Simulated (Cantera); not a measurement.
An isothermal, constant-pressure homogeneous reactor starts with 80.2 % C2H4, 19.8 % H2, at 1775 K and 750 Torr.

Computed with Cantera and GRI-Mech 3.0 (53 species, 325 reactions). GRI-Mech 3.0 was tuned for natural gas; its chemistry of ethylene as a main component is partial and can be far from experiment. GRI-Mech 3.0 stops at C3 and has no aromatics, soot or wall deposition, so with more carbon than oxygen in the feed, carbon stays in small species such as C2H2 where larger ones or solid carbon would form.

x: mole fraction; the columns are a selection and need not sum to one.

```csv
t (s),x C2H4,x H2,x CH4,x CH2,x C2H6
5.00e-6,0.798,0.200,1.62e-8,6.66e-9,1.40e-7
1.35e-5,0.791,0.203,___,___,___
3.64e-5,0.766,0.214,5.62e-6,8.42e-8,5.92e-6
9.81e-5,0.677,0.253,7.70e-5,1.60e-7,2.51e-5
0.000265,0.448,0.355,0.000532,1.25e-7,4.37e-5
0.000714,0.152,0.486,0.00164,4.75e-8,2.73e-5
0.00193,0.0100,0.548,0.00267,1.38e-8,3.24e-6
0.00519,0.00665,0.548,0.00369,1.80e-8,2.31e-6
0.0140,0.00662,0.546,0.00626,2.68e-8,2.53e-6
0.0378,0.00657,0.541,0.0117,4.46e-8,3.42e-6
0.102,0.00652,0.535,0.0172,6.13e-8,4.87e-6
0.275,0.00652,0.535,0.0181,6.39e-8,5.15e-6
0.741,0.00652,0.535,0.0181,6.39e-8,5.15e-6
2.00,0.00652,0.535,0.0181,6.39e-8,5.15e-6
```

Problem. Complete the blanks.

Solution. 
- 1.35e-5, x CH4: 3.16e-7
- 1.35e-5, x CH2: 2.78e-8
- 1.35e-5, x C2H6: 9.71e-7
